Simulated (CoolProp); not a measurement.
Properties of acetone along the isobar 0.101 MPa (Tc = 508.1 K, pc = 4.692 MPa, ω = 0.307).

Computed with CoolProp (reference Helmholtz-energy equation of state, Lemmon 2006). It is a short technical equation, of lower accuracy than the large ones.

```csv
T (K),phase,density (kg/m³),cv (kJ/(kg K)),Joule-Thomson coefficient (K/MPa),expansivity (1/kK),fugacity coefficient
302.4,liquid,779.9,…,-0.3355,1.444,0.3550
306.3,liquid,775.5,…,-0.3292,1.461,0.4154
310.3,liquid,771.0,1.570,-0.3224,1.481,0.4857
314.2,liquid,766.5,1.577,-0.3156,…,0.5628
318.2,liquid,761.9,1.585,-0.3082,1.522,0.6517
322.1,liquid,757.3,1.592,-0.3007,1.544,0.7485
326,liquid,752.8,1.599,…,1.567,0.8562
330,gas,2.253,1.354,79.85,3.884,…
333.9,gas,2.220,1.355,74.94,3.772,0.9542
337.9,gas,2.187,1.358,…,3.668,…
341.8,gas,2.156,1.361,66.12,3.575,…
345.8,gas,2.126,1.365,62.17,3.487,0.9612
349.7,gas,2.098,1.370,58.61,3.407,0.9632
353.6,gas,2.070,1.375,55.32,3.333,0.9650
357.6,gas,2.043,1.381,52.19,3.263,0.9667
361.5,gas,2.018,1.388,49.37,3.198,0.9683
```

Complete the blanks.


- 302.4, cv (kJ/(kg K)): 1.557
- 306.3, cv (kJ/(kg K)): 1.563
- 314.2, expansivity (1/kK): 1.501
- 326, Joule-Thomson coefficient (K/MPa): -0.2928
- 330, fugacity coefficient: 0.9515
- 337.9, Joule-Thomson coefficient (K/MPa): 70.29
- 337.9, fugacity coefficient: 0.9567
- 341.8, fugacity coefficient: 0.9590
